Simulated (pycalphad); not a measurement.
CALPHAD calculation (pycalphad, COST 507 light-alloy database (1999)), 1 atm. The data set is of 1999 and partly superseded. Amounts are mole fractions of atoms.

Question: Give the equilibrium state of Al-12.86Si-1.735Fe (wt.%) at 900 K.

Answer: liquid, fraction 0.993, with 12.9 Si, 1.5 Fe wt.%; ALFESI_BETA, fraction 0.007, with 13.4 Si, 26.6 Fe wt.%.

Question: Give the equilibrium state of Al-12.86Si-1.735Fe (wt.%) at 700 K.

Answer: 
```
T = 700.00 K, P = 101325 Pa, N = 1 mol of atoms
G = -24935 J/mol, H = 9733 J/mol, S = 49.53 J/(mol K)  (SER reference)
chemical potentials (J/mol): Al -24892, Si -17484, Fe -139086
phase             fraction      x(Al)      x(Si)      x(Fe)
FCC_A1              0.8295     0.9965     0.0035   2.31e-06
DIAMOND_A4          0.1139   2.92e-08     1.0000       none
ALFESI_BETA         0.0567     0.7000     0.1500     0.1500
```

Database names, with the compositions (at.%) that they take in these runs: ALFESI_BETA: Al 70 Si 15 Fe 15. FCC_A1 is fcc; DIAMOND_A4 is diamond (Si). An entry "none" or "no" means that the model of the phase leaves that element out.
